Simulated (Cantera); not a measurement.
A Cantera script and what it prints.

```python
import numpy as np
import cantera as ct

gas_names = """
    AL ALH ALO ALOH ALO2 ALO2H AL2 AL2O AL2O2 H HALO HO2 H2 H2O H2O2 O OH O2 O3
""".split()
cond_names = """
    AL(cr) AL(L) AL2O3(a) AL2O3(L) H2O(s) H2O(L)
""".split()


def load(file, names, dense=False):
    # The tables refer to 1 bar. Condensed volumes are neglected.
    table = {s.name: s for s in ct.Species.list_from_file(file)}
    out = []
    for n in names:
        d = dict(table[n].input_data)
        d["thermo"] = dict(d["thermo"], **{"reference-pressure": 1e5})
        if dense:
            d["equation-of-state"] = {"model": "constant-volume", "density": "1e6 g/cm^3"}
        out.append(ct.Species.from_dict(d))
    return out


gas = ct.Solution(thermo="ideal-gas", species=load("nasa_gas.yaml", gas_names))
cond = {s.name: ct.Solution(thermo="fixed-stoichiometry", species=[s], name=s.name)
        for s in load("nasa_condensed.yaml", cond_names, dense=True)}
atoms = {
    'Al': {'AL': 1},
    'O2': {'O': 2},
    'H2': {'H': 2},
}
top_T = {}  # K; cautious upper limits of use, not melting points


def equilibrate(T, P, feed):
    n = {}
    for name, mol in feed.items():
        for a, k in atoms[name].items():
            n[a] = n.get(a, 0.0) + k * mol
    gas.TPX = T, P, n
    mass = sum(n.values()) * gas.mean_molecular_weight
    gas.equilibrate("TP")
    valid = [c for c in cond.values() if c.min_temp <= T <= top_T.get(c.name, c.max_temp)]
    mix = ct.Mixture([(gas, mass / gas.mean_molecular_weight)] + [(c, 0.0) for c in valid])
    mix.T, mix.P = T, P
    mix.equilibrate("TP", solver="vcs", rtol=1e-11, max_steps=5000)
    return mix


results = []
feed = {'Al': 1, 'O2': 0.57, 'H2': 8.9}  # mol
P = 14  # Pa
for T in [625, 675, 725, 775, 825, 875, 925, 975, 1025, 1075]:
    mix = equilibrate(T, P, feed)
    results.append((T, P, feed, dict(zip(mix.species_names, mix.species_moles))))
    x = sorted(zip(gas.X, gas.species_names), reverse=True)
    print(f"T = {T:g} K  P = {P:g} Pa  gas = {mix.phase_moles(0):.4g} mol")
    print("   x: " + "  ".join(f"{s} {v:.3e}" for v, s in x if v > 0.001))
    print("   condensed (mol): " + ("  ".join(f"{mix.phase(i).name} {mix.phase_moles(i):.4g}"
          for i in range(1, mix.n_phases) if mix.phase_moles(i) > 1e-12) or "none"))
```

Output:

```
T = 625 K  P = 14 Pa  gas = 8.9 mol
   x: H2 1.000e+00
   condensed (mol): AL(cr) 0.24  AL2O3(a) 0.38
T = 675 K  P = 14 Pa  gas = 8.9 mol
   x: H2 1.000e+00
   condensed (mol): AL(cr) 0.24  AL2O3(a) 0.38
T = 725 K  P = 14 Pa  gas = 8.9 mol
   x: H2 1.000e+00
   condensed (mol): AL(cr) 0.24  AL2O3(a) 0.38
T = 775 K  P = 14 Pa  gas = 8.9 mol
   x: H2 1.000e+00
   condensed (mol): AL(cr) 0.24  AL2O3(a) 0.38
T = 825 K  P = 14 Pa  gas = 8.9 mol
   x: H2 1.000e+00
   condensed (mol): AL(cr) 0.24  AL2O3(a) 0.38
T = 875 K  P = 14 Pa  gas = 8.9 mol
   x: H2 1.000e+00
   condensed (mol): AL(cr) 0.24  AL2O3(a) 0.38
T = 925 K  P = 14 Pa  gas = 8.9 mol
   x: H2 1.000e+00
   condensed (mol): AL(cr) 0.24  AL2O3(a) 0.38
T = 975 K  P = 14 Pa  gas = 8.9 mol
   x: H2 1.000e+00
   condensed (mol): AL(L) 0.24  AL2O3(a) 0.38
T = 1025 K  P = 14 Pa  gas = 8.9 mol
   x: H2 1.000e+00
   condensed (mol): AL(L) 0.24  AL2O3(a) 0.38
T = 1075 K  P = 14 Pa  gas = 8.9 mol
   x: H2 1.000e+00
   condensed (mol): AL(L) 0.2399  AL2O3(a) 0.38
```

These are equilibrium values from Cantera (NASA tables, ideal gas, pure condensed phases), not measurements of a reactor. Mutual solubility and eutectic melting of coexisting phases are not modelled.
